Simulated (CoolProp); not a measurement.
Values from CoolProp's reference Helmholtz-energy equation of state, Lemmon 2006. It is a short technical equation, of lower accuracy than the large ones.

For CH3F (R41), give the phase and the cp (kJ/(kg K)), speed of sound (m/s), Joule-Thomson coefficient (K/MPa), isothermal compressibility (1/MPa) at 348.9 K and 3.39 MPa.


- 348.9 K and 3.39 MPa: gas; cp 1.63, speed of sound 294, Joule-Thomson coefficient 10.7, isothermal compressibility 0.363
